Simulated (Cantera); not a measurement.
Feed: 1 mol AlN, 0.065 mol H2O, a varied amount of O2, held at 1275 K and 18.0 mbar.

Method: chemical equilibrium by Gibbs-energy minimisation in Cantera with the NASA 1993 tables (ideal gas, pure condensed phases). Candidate condensed phases: Al, AlN, Al2O3, H2O; 35 gas species. Mutual solubility and eutectic melting of coexisting phases are not modelled. The numbers say what is thermodynamically allowed, not how fast it happens.

x: gas mole fraction; n: condensed amount in mol.

```csv
n(O2) (mol),x N2,x H2,x O2,x H2O,x NO,n AlN(s),n Al2O3(s)
0.058,0.481,0.519,<1e-12,6.93e-7,<1e-12,0.879,0.0603
0.079,[?],[?],<1e-12,6.45e-7,<1e-12,0.851,[?]
0.11,0.594,0.406,<1e-12,5.82e-7,<1e-12,0.810,0.0950
0.15,0.652,0.348,<1e-12,5.15e-7,<1e-12,0.757,0.122
0.2,0.705,0.295,<1e-12,4.48e-7,<1e-12,0.690,0.155
0.28,0.762,0.238,<1e-12,3.71e-7,<1e-12,0.583,0.208
0.38,0.809,0.191,<1e-12,3.04e-7,<1e-12,0.450,0.275
0.51,0.848,0.152,<1e-12,2.46e-7,<1e-12,0.277,0.362
0.7,0.883,0.117,<1e-12,1.92e-7,<1e-12,0.0233,0.488
0.96,[?],[?],[?],[?],[?],0,0.500
1.3,0.448,3.42e-8,0.493,0.0583,0.000388,0,0.500
```

**Question.** Complete the blanks.

**Answer.** 
- 0.96, x N2: 0.645
- 0.96, x H2: 6.63e-8
- 0.96, x O2: 0.271
- 0.96, x H2O: 0.0839
- 0.96, x NO: 0.000345
- 0.079, x N2: 0.533
- 0.079, x H2: 0.467
- 0.079, n Al2O3(s): 0.0743
